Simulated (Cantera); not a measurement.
Cantera run:

```python
import numpy as np
import cantera as ct

gas_names = """
    C CH CH2 CH3 CH2OH CH3O CH4 CH3OH CO CO2 COOH C2 C2H CHCO,ketyl C2H2,acetylene C2H2,vinylidene
    CH2CO,ketene C2H3,vinyl CH3CO,acetyl C2H4 C2H4O,ethylen CH3CHO,ethanal CH3COOH (HCOOH)2 C2H5 C2H6
    CH3OCH3 C2H5OH C2O C3 C3H3,propargyl C3H4,allene C3H4,propyne C3H4,cyclo- C3H5,allyl C3H6,propylene
    C3H6,cyclo- C3H6O C3H7,n-propyl C3H7,i-propyl C3H8 C3H8O,1propanol C3H8O,2propanol C3O2 C4 C4H2
    C4H4,1,3-cyclo- C4H6,butadiene C4H6,2-butyne C4H6,cyclo- C4H8,1-butene C4H8,cis2-buten
    C4H8,tr2-butene C4H8,isobutene C4H8,cyclo- (CH3COOH)2 C4H9,n-butyl C4H9,i-butyl C4H9,s-butyl
    C4H9,t-butyl C4H10,isobutane C4H10,n-butane C5 C5H6,1,3cyclo- C5H8,cyclo- C5H10,1-pentene
    C5H10,cyclo- C5H11,pentyl C5H11,t-pentyl C5H12,n-pentane C5H12,i-pentane CH3C(CH3)2CH3 C6H2
    C6H5,phenyl C6H5O,phenoxy C6H6 C6H5OH,phenol C6H10,cyclo- C6H12,1-hexene C6H12,cyclo- C6H13,n-hexyl
    C7H7,benzyl C7H8 C7H8O,cresol C7H14,1-heptene C7H15,n-heptyl C7H16,n-heptane C8H8,styrene
    C8H10,ethylbenz C8H16,1-octene C8H17,n-octyl C8H18,isooctane C8H18,n-octane C9H19,n-nonyl
    C10H8,naphthale C10H21,n-decyl C12H9,o-bipheny C12H10,bipheny H HCO HO2 H2 HCHO,formaldehy HCOOH H2O
    H2O2 K KH KO KOH K2 K2O2H2 O OH O2 O3
""".split()
cond_names = """
    C(gr) C6H6(L) C7H8(L) C8H18(L),n-octa H2O(s) H2O(L) K(cr) K(L) KOH(a) KOH(b) KOH(L) KO2(s) K2CO3(s)
    K2CO3(L) K2O(s) K2O2(s)
""".split()


def load(file, names, dense=False):
    # The tables refer to 1 bar. Condensed volumes are neglected.
    table = {s.name: s for s in ct.Species.list_from_file(file)}
    out = []
    for n in names:
        d = dict(table[n].input_data)
        d["thermo"] = dict(d["thermo"], **{"reference-pressure": 1e5})
        if dense:
            d["equation-of-state"] = {"model": "constant-volume", "density": "1e6 g/cm^3"}
        out.append(ct.Species.from_dict(d))
    return out


gas = ct.Solution(thermo="ideal-gas", species=load("nasa_gas.yaml", gas_names))
cond = {s.name: ct.Solution(thermo="fixed-stoichiometry", species=[s], name=s.name)
        for s in load("nasa_condensed.yaml", cond_names, dense=True)}
atoms = {
    'KOH': {'K': 1, 'O': 1, 'H': 1},
    'H2': {'H': 2},
    'CO2': {'C': 1, 'O': 2},
}
top_T = {'C(gr)': 4500, 'KO2(s)': 780, 'K2O(s)': 1000, 'K2O2(s)': 760}  # K; cautious upper limits of use, not melting points


def equilibrate(T, P, feed):
    n = {}
    for name, mol in feed.items():
        for a, k in atoms[name].items():
            n[a] = n.get(a, 0.0) + k * mol
    gas.TPX = T, P, n
    mass = sum(n.values()) * gas.mean_molecular_weight
    gas.equilibrate("TP")
    valid = [c for c in cond.values() if c.min_temp <= T <= top_T.get(c.name, c.max_temp)]
    mix = ct.Mixture([(gas, mass / gas.mean_molecular_weight)] + [(c, 0.0) for c in valid])
    mix.T, mix.P = T, P
    mix.equilibrate("TP", solver="vcs", rtol=1e-11, max_steps=5000)
    return mix


results = []
feed = {'KOH': 1, 'H2': 0.093, 'CO2': 0.063}  # mol
P = 1000  # Pa
for T in [1075, 1150, 1225, 1300, 1375, 1450, 1525, 1600, 1675, 1750, 1825]:
    mix = equilibrate(T, P, feed)
    results.append((T, P, feed, dict(zip(mix.species_names, mix.species_moles))))

top = {s: max(r[3][s] / sum(r[3][g] for g in gas_names) for r in results) for s in gas_names}
cols = sorted((s for s in top if top[s] > 0.0001), key=lambda s: -top[s])[:9]
seen = [c for c in cond_names if any(r[3].get(c, 0) > 1e-12 for r in results)]
print("log10 of partial pressures in bar; condensed amounts in mol")
print(f"{'T/K':>10s}" + "".join(f"{s[:9]:>10s}" for s in cols + seen))
for T, P, feed, n in results:
    ng = sum(n[g] for g in gas_names)
    print(f"{T:10.4g}" + "".join(f"{np.log10(max(n[s] / ng * P / 1e5, 1e-99)):10.3f}" for s in cols)
          + "".join(f"{n.get(c, 0):10.4g}" for c in seen))
```

Result:

```
log10 of partial pressures in bar; condensed amounts in mol
       T/K       KOH         K       H2O        H2       CO2    K2O2H2        O2        OH        KO    KOH(L)  K2CO3(s)  K2CO3(L)
      1075    -2.375    -2.905    -2.574    -2.831    -6.662    -3.399   -17.795   -11.413   -12.213    0.5965   0.06299         0
      1150    -2.204    -2.855    -2.705    -3.794    -5.556    -3.670   -14.555   -10.153   -10.599         0   0.06267         0
      1225    -2.201    -2.823    -2.698    -4.121    -4.237    -4.203   -12.503    -9.184    -9.590         0         0   0.05615
      1300    -2.184    -2.839    -2.837    -4.817    -3.303    -4.643   -10.163    -8.269    -8.479         0         0         0
      1375    -2.184    -2.834    -2.832    -5.106    -3.301    -5.068    -8.481    -7.489    -7.671         0         0         0
      1450    -2.185    -2.831    -2.830    -5.371    -3.300    -5.448    -6.965    -6.789    -6.944         0         0         0
      1525    -2.186    -2.827    -2.828    -5.603    -3.299    -5.791    -5.609    -6.160    -6.294         0         0         0
      1600    -2.198    -2.799    -2.815    -5.724    -3.303    -6.122    -4.539    -5.625    -5.759         0         0         0
      1675    -2.235    -2.721    -2.779    -5.622    -3.315    -6.478    -3.936    -5.218    -5.406         0         0         0
      1750    -2.297    -2.628    -2.730    -5.400    -3.334    -6.857    -3.614    -4.896    -5.175         0         0         0
      1825    -2.378    -2.543    -2.683    -5.145    -3.358    -7.252    -3.416    -4.623    -5.013         0         0         0
```

Cantera equilibrium calculation (NASA polynomials, part measured and part estimated; ideal gas, pure solids and liquids). Mutual solubility and eutectic melting of coexisting phases are not modelled.
